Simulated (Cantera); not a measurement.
Input (Python, Cantera) and output of one run.

```python
import numpy as np
import cantera as ct

gas_names = """
    H H2 N NH NH2 NH3 N2 N2H2 N2H4 Si SiH SiH2 SiH3 SiH4 SiN Si2 Si2N Si3
""".split()
cond_names = """
    Si(cr) Si(L) Si3N4(a)
""".split()


def load(file, names, dense=False):
    # The tables refer to 1 bar. Condensed volumes are neglected.
    table = {s.name: s for s in ct.Species.list_from_file(file)}
    out = []
    for n in names:
        d = dict(table[n].input_data)
        d["thermo"] = dict(d["thermo"], **{"reference-pressure": 1e5})
        if dense:
            d["equation-of-state"] = {"model": "constant-volume", "density": "1e6 g/cm^3"}
        out.append(ct.Species.from_dict(d))
    return out


gas = ct.Solution(thermo="ideal-gas", species=load("nasa_gas.yaml", gas_names))
cond = {s.name: ct.Solution(thermo="fixed-stoichiometry", species=[s], name=s.name)
        for s in load("nasa_condensed.yaml", cond_names, dense=True)}
atoms = {
    'Si3N4': {'Si': 3, 'N': 4},
    'Si': {'Si': 1},
    'H2': {'H': 2},
}
top_T = {'Si3N4(a)': 2400}  # K; cautious upper limits of use, not melting points


def equilibrate(T, P, feed):
    n = {}
    for name, mol in feed.items():
        for a, k in atoms[name].items():
            n[a] = n.get(a, 0.0) + k * mol
    gas.TPX = T, P, n
    mass = sum(n.values()) * gas.mean_molecular_weight
    gas.equilibrate("TP")
    valid = [c for c in cond.values() if c.min_temp <= T <= top_T.get(c.name, c.max_temp)]
    mix = ct.Mixture([(gas, mass / gas.mean_molecular_weight)] + [(c, 0.0) for c in valid])
    mix.T, mix.P = T, P
    mix.equilibrate("TP", solver="vcs", rtol=1e-11, max_steps=5000)
    return mix


results = []
feed = {'Si3N4': 1, 'Si': 0.0053, 'H2': 0.11}  # mol
P = 91000  # Pa
for T in [1648, 1748, 1848, 1948, 2048, 2148, 2248, 2348, 2448, 2548, 2648, 2748, 2848, 2948]:
    mix = equilibrate(T, P, feed)
    results.append((T, P, feed, dict(zip(mix.species_names, mix.species_moles))))

top = {s: max(r[3][s] / sum(r[3][g] for g in gas_names) for r in results) for s in gas_names}
cols = sorted((s for s in top if top[s] > 1e-06), key=lambda s: -top[s])[:8]
seen = [c for c in cond_names if any(r[3].get(c, 0) > 1e-12 for r in results)]
print("log10 of partial pressures in bar; condensed amounts in mol")
print(f"{'T/K':>10s}" + "".join(f"{s[:9]:>10s}" for s in cols + seen))
for T, P, feed, n in results:
    ng = sum(n[g] for g in gas_names)
    print(f"{T:10.4g}" + "".join(f"{np.log10(max(n[s] / ng * P / 1e5, 1e-99)):10.3f}" for s in cols)
          + "".join(f"{n.get(c, 0):10.4g}" for c in seen))
```

Result:

```
log10 of partial pressures in bar; condensed amounts in mol
       T/K        H2        N2        Si         H       SiN       Si2      Si2N       SiH    Si(cr)     Si(L)  Si3N4(a)
      1648    -0.041    -3.176    -6.589    -4.071    -8.317    -9.066    -8.072    -6.345   0.00542         0         1
      1748    -0.043    -2.435    -5.837    -3.663    -7.340    -8.126    -7.108    -5.734         0  0.005966    0.9998
      1848    -0.050    -1.724    -5.203    -3.301    -6.478    -7.360    -6.295    -5.229         0  0.008789    0.9988
      1948    -0.082    -1.089    -4.634    -2.988    -5.707    -6.674    -5.568    -4.789         0   0.02154    0.9946
      2048    -0.219    -0.517    -4.122    -2.759    -5.013    -6.057    -4.914    -4.447         0   0.08815    0.9724
      2148    -1.329    -0.065    -3.658    -3.044    -4.417    -5.499    -4.355    -4.631         0     3.004         0
      2248    -1.332    -0.065    -3.236    -2.800    -4.081    -4.991    -4.054    -4.295         0     3.003         0
      2348    -1.338    -0.066    -2.850    -2.578    -3.773    -4.528    -3.779    -3.990         0         3         0
      2448    -1.348    -0.067    -2.496    -2.375    -3.492    -4.104    -3.529    -3.713         0     2.995         0
      2548    -1.362    -0.070    -2.171    -2.191    -3.233    -3.714    -3.299    -3.461         0     2.984         0
      2648    -1.384    -0.074    -1.870    -2.024    -2.995    -3.354    -3.089    -3.232         0     2.963         0
      2748    -1.416    -0.082    -1.592    -1.876    -2.777    -3.022    -2.896    -3.027         0     2.925         0
      2848    -1.462    -0.095    -1.333    -1.746    -2.577    -2.714    -2.721    -2.845         0     2.858         0
      2948    -1.530    -0.117    -1.092    -1.637    -2.395    -2.427    -2.563    -2.688         0      2.74         0
```

Method: chemical equilibrium by Gibbs-energy minimisation in Cantera with the NASA 1993 tables (ideal gas, pure condensed phases). Mutual solubility and eutectic melting of coexisting phases are not modelled. The tables' values for SiN are old estimates; treat these amounts as uncertain. Gases not in the tables: Si2H6 and higher silanes.
